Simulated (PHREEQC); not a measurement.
A solution holds 0.24 mol/kgw KHSO4, at 25 °C. Closed to the air; pH follows from the charge balance.

Model: ion-association model, wateq4f.dat, run in PHREEQC.

Question: The ionic strength comes out as 0.374 mol/kgw. What activity coefficients do KSO4-, HSO4-, H+, K+, SO4-2 get?

Answer: KSO4- 0.71, HSO4- 0.69, H+ 0.77, K+ 0.66, SO4-2 0.23.

This is a speciation only: nothing precipitates in the calculation.
